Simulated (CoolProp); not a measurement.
R236EA along the isotherm 248 K: density (kg/m³) from the reference equation and from simpler models built on Tc = 412.4 K, pc = 34.14 bar, ω = 0.368; each cubic takes its own stable root.

The numbers come from the reference Helmholtz-energy equation of state, Rui 2013 in CoolProp.

| p (bar) | phase | reference | van der Waals | Soave-Redlich-Kwong |
|---|---|---|---|---|
| 0.19 | gas | 1.419 | 1.408 | 1.414 |
| 0.295 | liquid | 1575 | 2.193 | 1436 |
| 0.46 | liquid | 1575 | 3.437 | 1437 |
| 0.716 | liquid | 1575 | 5.390 | 1437 |
| 1.12 | liquid | 1575 | 8.535 | 1437 |
| 1.74 | liquid | 1575 | 13.52 | 1437 |
| 2.7 | liquid | 1575 | 21.69 | 1437 |
| 4.21 | liquid | 1575 | 933.0 | 1438 |
| 6.56 | liquid | 1576 | 934.7 | 1438 |
| 10.2 | liquid | 1577 | 937.2 | 1440 |
| 15.9 | liquid | 1578 | 941.0 | 1441 |
| 24.7 | liquid | 1580 | 946.5 | 1444 |

At some of these states van der Waals gives the other phase, because its saturation line lies elsewhere.
